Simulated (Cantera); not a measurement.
Cantera run:

```python
import numpy as np
import cantera as ct

gas_names = """
    H HO2 H2 H2O H2O2 O OH O2 O3 V VO VO2
""".split()
cond_names = """
    H2O(s) H2O(L) V(cr) V(L) VO(s) VO(L) V2O3(s) V2O3(L) V2O4(I) V2O4(II) V2O4(L) V2O5(s) V2O5(L)
""".split()


# ... load() reads the species with a 1 bar reference pressure and builds the phases ...
atoms = {
    'V2O3': {'V': 2, 'O': 3},
    'H2': {'H': 2},
    'H2O': {'H': 2, 'O': 1},
}
top_T = {}  # K; cautious upper limits of use, not melting points


# ... equilibrate(T, P, feed) seeds the gas with the atoms and calls Mixture.equilibrate('TP', solver="vcs", rtol=1e-11, max_steps=5000) ...
results = []
feed = {'V2O3': 1, 'H2': 0.51, 'H2O': 1.4}  # mol
P = 13  # Pa
for T in [1048, 1148, 1248, 1348, 1448, 1548, 1648, 1748, 1848, 1948, 2048, 2148, 2248]:
    mix = equilibrate(T, P, feed)
    results.append((T, P, feed, dict(zip(mix.species_names, mix.species_moles))))

top = {s: max(r[3][s] / sum(r[3][g] for g in gas_names) for r in results) for s in gas_names}
cols = sorted((s for s in top if top[s] > 1e-05), key=lambda s: -top[s])[:5]
seen = [c for c in cond_names if any(r[3].get(c, 0) > 1e-12 for r in results)]
print("log10 of partial pressures in bar; condensed amounts in mol")
print(f"{'T/K':>10s}" + "".join(f"{s[:9]:>10s}" for s in cols + seen))
for T, P, feed, n in results:
    ng = sum(n[g] for g in gas_names)
    print(f"{T:10.4g}" + "".join(f"{np.log10(max(n[s] / ng * P / 1e5, 1e-99)):10.3f}" for s in cols)
          + "".join(f"{n.get(c, 0):10.4g}" for c in seen))
```

It prints:

```
log10 of partial pressures in bar; condensed amounts in mol
       T/K       H2O       VO2        H2         H         O   V2O3(s)
      1048    -4.021   -15.208    -4.460   -10.342   -18.225         1
      1148    -4.021   -13.103    -4.460    -9.375   -16.048         1
      1248    -4.021   -11.342    -4.460    -8.560   -14.217         1
      1348    -4.021    -9.850    -4.460    -7.866   -12.655         1
      1448    -4.021    -8.570    -4.460    -7.265   -11.307         1
      1548    -4.022    -7.462    -4.461    -6.742   -10.131    0.9997
      1648    -4.024    -6.494    -4.462    -6.282    -9.098    0.9976
      1748    -4.038    -5.649    -4.462    -5.872    -8.195    0.9831
      1848    -4.103    -4.935    -4.448    -5.499    -7.457    0.9045
      1948    -4.359    -4.413    -4.403    -5.148    -7.024     0.575
      2048    -4.892    -4.210    -4.401    -4.850    -6.895         0
      2148    -4.945    -4.232    -4.479    -4.620    -6.268         0
      2248    -5.078    -4.267    -4.597    -4.433    -5.734         0
```

These are equilibrium values from Cantera (NASA tables, ideal gas, pure condensed phases), not measurements of a reactor. Condensed phases not in the tables: the oxides between V2O3 and V2O5 other than VO2.
